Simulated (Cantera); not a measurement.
What does this Cantera script print?

```python
import numpy as np
import cantera as ct

gas_names = """
    F F2 N NF NF2 NF3 N2 Si SiF SiF2 SiF3 SiF4 SiN Si2 Si2N Si3
""".split()
cond_names = """
    Si(cr) Si(L) Si3N4(a)
""".split()


# ... load() reads the species with a 1 bar reference pressure and builds the phases ...
atoms = {
    'Si': {'Si': 1},
    'NF3': {'N': 1, 'F': 3},
    'N2': {'N': 2},
}
top_T = {'Si3N4(a)': 2400}  # K; cautious upper limits of use, not melting points


# ... equilibrate(T, P, feed) seeds the gas with the atoms and calls Mixture.equilibrate('TP', solver="vcs", rtol=1e-11, max_steps=5000) ...
results = []
feed = {'Si': 1, 'NF3': 2.5, 'N2': 13}  # mol
P = 51000  # Pa
for T in [650, 750, 850, 950, 1050, 1150, 1250, 1350, 1450, 1550, 1650]:
    mix = equilibrate(T, P, feed)
    results.append((T, P, feed, dict(zip(mix.species_names, mix.species_moles))))

top = {s: max(r[3][s] / sum(r[3][g] for g in gas_names) for r in results) for s in gas_names}
cols = sorted((s for s in top if top[s] > 1e-06), key=lambda s: -top[s])[:7]
seen = [c for c in cond_names if any(r[3].get(c, 0) > 1e-12 for r in results)]
print("log10 of partial pressures in bar; condensed amounts in mol")
print(f"{'T/K':>10s}" + "".join(f"{s[:9]:>10s}" for s in cols + seen))
for T, P, feed, n in results:
    ng = sum(n[g] for g in gas_names)
    print(f"{T:10.4g}" + "".join(f"{np.log10(max(n[s] / ng * P / 1e5, 1e-99)):10.3f}" for s in cols)
          + "".join(f"{n.get(c, 0):10.4g}" for c in seen))
```

Result:

```
log10 of partial pressures in bar; condensed amounts in mol
       T/K        N2         F        F2       NF3      SiF4       NF2
       650    -0.357    -4.821    -3.025    -1.433    -1.493    -8.556
       750    -0.358    -3.499    -2.127    -1.493    -1.496    -7.293
       850    -0.364    -2.557    -1.583    -1.750    -1.509    -6.471
       950    -0.372    -1.936    -1.403    -2.325    -1.524    -6.074
      1050    -0.382    -1.531    -1.455    -3.083    -1.535    -5.948
      1150    -0.393    -1.268    -1.646    -3.930    -1.546    -5.994
      1250    -0.402    -1.124    -1.959    -4.867    -1.556    -6.185
      1350    -0.408    -1.060    -2.347    -5.843    -1.562    -6.467
      1450    -0.410    -1.037    -2.744    -6.775    -1.564    -6.771
      1550    -0.411    -1.028    -3.114    -7.622    -1.565    -7.060
      1650    -0.411    -1.024    -3.449    -8.377    -1.565    -7.323
```

These are equilibrium values from Cantera (NASA tables, ideal gas, pure condensed phases), not measurements of a reactor.
